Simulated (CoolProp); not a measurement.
Vapour-liquid equilibrium of n-butane (1) + benzene (2) at 63.55 °C; x and y are mole fractions of (1).

Values from CoolProp's multi-fluid Helmholtz-energy mixture model, Bücker 2006 and Thol 2012; pair parameters Bell 2016.

### Question
Give the bubble pressure and the first vapour's composition at x = 0.2, 0.35, 0.65. Is there an azeotrope?

### Answer
x = 0.2: 2.157 bar, y = 0.766; x = 0.35: 3.232 bar, y = 0.865; x = 0.65: 4.978 bar, y = 0.941. No azeotrope shows between x = 0.05 and 0.95.

Pair parameters are fitted to limited data, so mixtures are less certain than the pure fluids.
